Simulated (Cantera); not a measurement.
A perfectly stirred reactor is fed with H₂ : O₂ : N₂ = 1 : 0.549 : 2.07 (molar parts), equivalence ratio 0.91, at 5.00 bar; it is adiabatic with a 400 K inlet, and is followed from long to short residence time, starting on the burning branch (τ in s: 0.4, 0.15, 0.056, 0.021, 0.0078, 0.0029, 0.0011, 0.00041, 0.00015, 5.7e-05, 2.1e-05, 7.9e-06).

Detailed kinetics in Cantera: the H2/O2 subset of GRI-Mech 3.0, which has no nitrogen chemistry. The hydrogen kinetics of GRI-Mech 3.0 are dated; newer H2 mechanisms differ, most at raised pressure.

Problem. What does this change do: inlet temperature 400 to 575 K?

Solution. 
```json
[
 {"quantity": "blow-out, bracketed by the residence times tried", "before": "burning at 7.90 µs, the shortest tried", "after": "burning at 7.90 µs, the shortest tried"},
 {"quantity": "x(H₂) at τ = 0.400 s", "before": "0.00414", "after": "0.00687"},
 {"quantity": "x(O₂) at τ = 0.400 s", "before": "0.0159", "after": "0.0165"},
 {"quantity": "x(H₂O) at τ = 0.400 s", "before": "0.312", "after": "0.306"},
 {"quantity": "x(H) at τ = 0.400 s", "before": "0.000477", "after": "0.00100"},
 {"quantity": "x(H₂O₂) at τ = 0.400 s", "before": "5.03e-7", "after": "6.40e-7"},
 {"quantity": "x(H₂) at τ = 1.10 ms", "before": "0.00714", "after": "0.00911"},
 {"quantity": "x(O₂) at τ = 1.10 ms", "before": "0.0170", "after": "0.0173"},
 {"quantity": "x(H₂O) at τ = 1.10 ms", "before": "0.307", "after": "0.303"},
 {"quantity": "x(H) at τ = 1.10 ms", "before": "0.00106", "after": "0.00153"},
 {"quantity": "x(H₂O₂) at τ = 1.10 ms", "before": "6.05e-7", "after": "6.77e-7"}
]
```

Problem. What does this change do: inlet temperature 400 to 823 K?

Solution. 
```csv
quantity,before,after
"blow-out, bracketed by the residence times tried","burning at 7.90 µs, the shortest tried","burning at 7.90 µs, the shortest tried"
x(H₂) at τ = 0.400 s,0.00414,0.0121
x(O₂) at τ = 0.400 s,0.0159,0.0177
x(H₂O) at τ = 0.400 s,0.312,0.296
x(H) at τ = 0.400 s,0.000477,0.00237
x(H₂O₂) at τ = 0.400 s,5.03e-7,8.51e-7
x(H₂) at τ = 1.10 ms,0.00714,0.0134
x(O₂) at τ = 1.10 ms,0.0170,0.0182
x(H₂O) at τ = 1.10 ms,0.307,0.294
x(H) at τ = 1.10 ms,0.00106,0.00280
x(H₂O₂) at τ = 1.10 ms,6.05e-7,8.47e-7
```

Problem. What does this change do: pressure from 5.00 bar to 3.50 bar?

Solution. 
| quantity | before | after |
|---|---|---|
| blow-out, bracketed by the residence times tried | burning at 7.90 µs, the shortest tried | burning at 7.90 µs, the shortest tried |
| x(H₂) at τ = 0.400 s | 0.00414 | 0.00474 |
| x(O₂) at τ = 0.400 s | 0.0159 | 0.0161 |
| x(H₂O) at τ = 0.400 s | 0.312 | 0.310 |
| x(H) at τ = 0.400 s | 0.000477 | 0.000592 |
| x(H₂O₂) at τ = 0.400 s | 5.03e-7 | 4.15e-7 |
| x(H₂) at τ = 1.10 ms | 0.00714 | 0.00920 |
| x(O₂) at τ = 1.10 ms | 0.0170 | 0.0176 |
| x(H₂O) at τ = 1.10 ms | 0.307 | 0.303 |
| x(H) at τ = 1.10 ms | 0.00106 | 0.00164 |
| x(H₂O₂) at τ = 1.10 ms | 6.05e-7 | 5.17e-7 |
